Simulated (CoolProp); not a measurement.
Values from CoolProp's reference Helmholtz-energy equation of state, Lemmon 2006. It is a short technical equation, of lower accuracy than the large ones.

### Question
For nitrous oxide, give the phase and the density (kg/m³), cp (kJ/(kg K)), cv (kJ/(kg K)), isothermal compressibility (1/MPa) at 324.4 K and 8.36 bar.

### Answer
- 324.4 K and 8.36 bar: gas; density 14.1, cp 0.947, cv 0.726, isothermal compressibility 1.24
